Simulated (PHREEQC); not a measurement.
Consider water at 90 °C with 180 mmol/kgw CdCl2, 30 mmol/kgw KCl and 8.2 mmol/kgw FeSO4. Closed to the air; pH follows from the charge balance.

All values are PHREEQC results (ion-association model, phreeqc.dat), not measurements.

**Question.** The ionic strength comes out as 0.225 mol/kgw. What activity coefficients do Cd+2, KSO4-, Fe+2, CdOH+, H+ get?

**Answer.** Cd+2 0.25, KSO4- 0.71, Fe+2 0.27, CdOH+ 0.71, H+ 0.77.

This is a speciation only: nothing precipitates in the calculation. Constants without temperature data keep their 25 °C values here.
